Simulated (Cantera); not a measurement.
Input (Python, Cantera) and output of one run.

```python
import numpy as np
import cantera as ct

gas_names = [...]  # 110 gases of nasa_gas.yaml made of C, H, O
cond_names = """
    C(gr) C6H6(L) C7H8(L) C8H18(L),n-octa H2O(s) H2O(L)
""".split()


# ... load() reads the species with a 1 bar reference pressure and builds the phases ...
atoms = {
    'C2H4': {'C': 2, 'H': 4},
    'CO2': {'C': 1, 'O': 2},
    'H2': {'H': 2},
}
top_T = {'C(gr)': 4500}  # K; cautious upper limits of use, not melting points


# ... equilibrate(T, P, feed) seeds the gas with the atoms and calls Mixture.equilibrate('TP', solver="vcs", rtol=1e-11, max_steps=5000) ...
results = []
P = 21000  # Pa
for T in [1650, 1800, 1950, 2100, 2250, 2400, 2550, 2700, 2850, 3000]:
    for m in [4.3, 5.7, 7.8, 10, 14, 19, 26]:
        feed = {'C2H4': 1, 'CO2': 0.45, 'H2': m}  # mol
        mix = equilibrate(T, P, feed)
        results.append((T, P, feed, dict(zip(mix.species_names, mix.species_moles))))

for T, P, feed, n in results:
    print(f"{T:7g} {feed['H2']:10.4g}  " + (" + ".join(c for c in cond_names if n.get(c, 0) > 1e-12) or "gas only"))
```

Output:

```
   1650        4.3  C(gr)
   1650        5.7  C(gr)
   1650        7.8  C(gr)
   1650         10  C(gr)
   1650         14  C(gr)
   1650         19  C(gr)
   1650         26  C(gr)
   1800        4.3  C(gr)
   1800        5.7  C(gr)
   1800        7.8  C(gr)
   1800         10  C(gr)
   1800         14  C(gr)
   1800         19  C(gr)
   1800         26  C(gr)
   1950        4.3  C(gr)
   1950        5.7  C(gr)
   1950        7.8  C(gr)
   1950         10  C(gr)
   1950         14  C(gr)
   1950         19  C(gr)
   1950         26  C(gr)
   2100        4.3  C(gr)
   2100        5.7  C(gr)
   2100        7.8  C(gr)
   2100         10  C(gr)
   2100         14  C(gr)
   2100         19  C(gr)
   2100         26  C(gr)
   2250        4.3  C(gr)
   2250        5.7  C(gr)
   2250        7.8  C(gr)
   2250         10  C(gr)
   2250         14  C(gr)
   2250         19  C(gr)
   2250         26  C(gr)
   2400        4.3  C(gr)
   2400        5.7  C(gr)
   2400        7.8  C(gr)
   2400         10  C(gr)
   2400         14  C(gr)
   2400         19  C(gr)
   2400         26  C(gr)
   2550        4.3  C(gr)
   2550        5.7  C(gr)
   2550        7.8  C(gr)
   2550         10  C(gr)
   2550         14  C(gr)
   2550         19  C(gr)
   2550         26  C(gr)
   2700        4.3  C(gr)
   2700        5.7  C(gr)
   2700        7.8  C(gr)
   2700         10  C(gr)
   2700         14  C(gr)
   2700         19  C(gr)
   2700         26  C(gr)
   2850        4.3  C(gr)
   2850        5.7  C(gr)
   2850        7.8  C(gr)
   2850         10  C(gr)
   2850         14  C(gr)
   2850         19  C(gr)
   2850         26  gas only
   3000        4.3  C(gr)
   3000        5.7  C(gr)
   3000        7.8  C(gr)
   3000         10  C(gr)
   3000         14  gas only
   3000         19  gas only
   3000         26  gas only
```

Cantera equilibrium calculation (NASA polynomials, part measured and part estimated; ideal gas, pure solids and liquids).
